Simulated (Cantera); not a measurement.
An adiabatic, constant-pressure homogeneous reactor starts with CH4 : C2H6 : O2 : N2 = 1 : 0.037 : 5.92 : 22.2 (molar parts), equivalence ratio 0.36, at 1400 K and 12.0 bar. Integrator tolerance rtol = 1e-08.

Model: GRI-Mech 3.0 (53 species, 325 reactions), integrated in Cantera. The pressure lies above the range GRI-Mech 3.0 was tuned for (to about 10 atm).

Q: What does this change do: pressure from 12.0 bar to 10.0 bar?

A: 
```
quantity                                                              before                                      after
---------------------------------  -----------------------------------------  -----------------------------------------
time of steepest temperature rise                                   0.178 ms                                   0.203 ms
temperature at 2.00 s                                                 2151 K                                     2150 K
equilibrium temperature                                               2151 K                                     2150 K
x(CH4) at 2.00 s                       <1e-12 (gas-phase equilibrium <1e-12)      <1e-12 (gas-phase equilibrium <1e-12)
x(C2H6) at 2.00 s                      <1e-12 (gas-phase equilibrium <1e-12)      <1e-12 (gas-phase equilibrium <1e-12)
x(O2) at 2.00 s                          0.125 (gas-phase equilibrium 0.125)        0.125 (gas-phase equilibrium 0.125)
x(C2H2) at 2.00 s                      <1e-12 (gas-phase equilibrium <1e-12)      <1e-12 (gas-phase equilibrium <1e-12)
x(OH) at 2.00 s                      0.00162 (gas-phase equilibrium 0.00162)    0.00170 (gas-phase equilibrium 0.00170)
x(C2H) at 2.00 s                       <1e-12 (gas-phase equilibrium <1e-12)      <1e-12 (gas-phase equilibrium <1e-12)
x(CO) at 2.00 s                    0.000128 (gas-phase equilibrium 0.000128)  0.000140 (gas-phase equilibrium 0.000140)
```

Q: What does this change do: pressure from 12.0 bar to 6.10 bar?

A: 
```
quantity                                                              before                                      after
---------------------------------  -----------------------------------------  -----------------------------------------
time of steepest temperature rise                                   0.178 ms                                   0.288 ms
temperature at 2.00 s                                                 2151 K                                     2149 K
equilibrium temperature                                               2151 K                                     2149 K
x(CH4) at 2.00 s                       <1e-12 (gas-phase equilibrium <1e-12)      <1e-12 (gas-phase equilibrium <1e-12)
x(C2H6) at 2.00 s                      <1e-12 (gas-phase equilibrium <1e-12)      <1e-12 (gas-phase equilibrium <1e-12)
x(O2) at 2.00 s                          0.125 (gas-phase equilibrium 0.125)        0.125 (gas-phase equilibrium 0.125)
x(C2H2) at 2.00 s                      <1e-12 (gas-phase equilibrium <1e-12)      <1e-12 (gas-phase equilibrium <1e-12)
x(OH) at 2.00 s                      0.00162 (gas-phase equilibrium 0.00162)    0.00190 (gas-phase equilibrium 0.00190)
x(C2H) at 2.00 s                       <1e-12 (gas-phase equilibrium <1e-12)      <1e-12 (gas-phase equilibrium <1e-12)
x(CO) at 2.00 s                    0.000128 (gas-phase equilibrium 0.000128)  0.000177 (gas-phase equilibrium 0.000177)
```
